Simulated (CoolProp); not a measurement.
CF4 (R14) along the isobar 2.39 MPa: density (kg/m³) from the reference equation and from simpler models built on Tc = 227.4 K, pc = 3.762 MPa, ω = 0.178; each cubic takes its own stable root.

The numbers come from the reference Helmholtz-energy equation of state, Platzer 1990 in CoolProp. This equation is an older, rougher fit; its heat capacities, sound speeds and derivatives of the liquid may be far off and weren't checked against measurements.

| T (K) | phase | reference | van der Waals | Redlich-Kwong | Soave-Redlich-Kwong | Peng-Robinson |
|---|---|---|---|---|---|---|
| 136.6 | liquid | 1655 | 1093 | 1600 | 1627 | 1835 |
| 152.6 | liquid | 1572 | 1042 | 1509 | 1542 | 1743 |
| 168.5 | liquid | 1482 | 982.4 | 1405 | 1442 | 1632 |
| 184.4 | liquid | 1381 | 910.3 | 1280 | 1320 | 1495 |
| 200.4 | liquid | 1254 | 809.6 | 1117 | 1158 | 1311 |
| 216.3 | gas | 177.2 | 162.5 | 173.8 | 176.1 | 182.5 |
| 232.3 | gas | 142.9 | 139.3 | 143.3 | 142.8 | 147.0 |
| 248.2 | gas | 124.3 | 123.7 | 125.3 | 124.1 | 127.2 |
